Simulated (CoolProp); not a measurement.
The numbers come from the reference Helmholtz-energy equation of state, Lemmon 2005 in CoolProp.

Q: For R125, give the phase and the density (kg/m³), speed of sound (m/s) at 31.25 °C and 5.38 MPa.

A: 
- 31.25 °C and 5.38 MPa: liquid; density 1210, speed of sound 365
